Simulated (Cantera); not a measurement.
A closed system holds: 1 mol MgO, 6.6 mol HBr, at 0.230 bar.

Cantera equilibrium calculation (NASA polynomials, part measured and part estimated; ideal gas, pure solids and liquids). Candidate condensed phases: Br₂, H₂O, Mg, MgBr₂, MgO, Mg(OH)₂; 20 gas species. Equilibrium is a limit: real reactors are often held back by kinetics, nucleation or transport.

**Question.** What share of the Mg ends up in condensed phases as a function of T (°C), at 327, 427, 527, 627, 727, 827, 927, 1027, 1127, 1227, 1327, 1427?

**Answer.** 
```json
[
 {"T (°C)": "327", "Mg condensed (%)": "100.0", "as": "MgBr₂(s)"},
 {"T (°C)": "427", "Mg condensed (%)": "100.0", "as": "MgBr₂(s)"},
 {"T (°C)": "527", "Mg condensed (%)": "100.0", "as": "MgBr₂(s) + MgO(s)"},
 {"T (°C)": "627", "Mg condensed (%)": "99.4", "as": "MgBr₂(s) + MgO(s)"},
 {"T (°C)": "727", "Mg condensed (%)": "90.4", "as": "MgBr₂(l) + MgO(s)"},
 {"T (°C)": "827", "Mg condensed (%)": "79.4", "as": "MgO(s)"},
 {"T (°C)": "927", "Mg condensed (%)": "65.9", "as": "MgO(s)"},
 {"T (°C)": "1027", "Mg condensed (%)": "49.3", "as": "MgO(s)"},
 {"T (°C)": "1127", "Mg condensed (%)": "30.7", "as": "MgO(s)"},
 {"T (°C)": "1227", "Mg condensed (%)": "11.7", "as": "MgO(s)"},
 {"T (°C)": "1327", "Mg condensed (%)": "0.0", "as": "-"},
 {"T (°C)": "1427", "Mg condensed (%)": "0.0", "as": "-"}
]
```
